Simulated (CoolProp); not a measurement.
Vapour-liquid equilibrium of propane (1) + cyclopropane (2) at 1.99 MPa; x and y are mole fractions of (1).

Values from CoolProp's multi-fluid Helmholtz-energy mixture model, Lemmon 2009 and Polt 1992; pair parameters Bell 2016. This equation is an older, rougher fit; its heat capacities, sound speeds and derivatives of the liquid may be far off and weren't checked against measurements.

```csv
x,"bubble temperature, mixture model (K)","bubble temperature, Raoult's law (K)","y, mixture model","y, Raoult's law"
0.05,340.0,340.5,0.065,0.062
0.2,337.1,338.8,0.242,0.238
0.35,334.7,337.0,0.398,0.403
0.5,332.8,335.4,0.541,0.557
0.65,331.4,333.8,0.676,0.700
0.8,330.5,332.2,0.810,0.834
0.95,330.2,330.7,0.950,0.960
```

The largest gap from Raoult's law is -2.6 K in bubble temperature, at x = 0.5. No azeotrope shows between x = 0.05 and 0.95.

Pair parameters are fitted to limited data, so mixtures are less certain than the pure fluids.
